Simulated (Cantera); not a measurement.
Feed: 1 mol CCl4, 0.52 mol F2, 0.41 mol H2, held at 1330 Pa.

Method: chemical equilibrium by Gibbs-energy minimisation in Cantera with the NASA 1993 tables (ideal gas, pure condensed phases). Candidate condensed phases: C, C6H6, C7H8, C8H18; 135 gas species. Ions and electrons are included (thermal ionisation). Equilibrium is a limit: real reactors are often held back by kinetics, nucleation or transport.

Task: Which condensed phases are stable at each of these points (T (°C)): 2727, 3227, 3727, 4227, 4727?

Result: 
```tsv
T (°C)	condensed phases	C condensed (%)
2727	C(graphite)	52.3
3227	gas only	0.0
3727	gas only	0.0
4227	gas only	0.0
4727	gas only	0.0
```

At 2727 °C the condensed part is C(graphite). From 3227 °C to 4727 °C nothing is condensed.
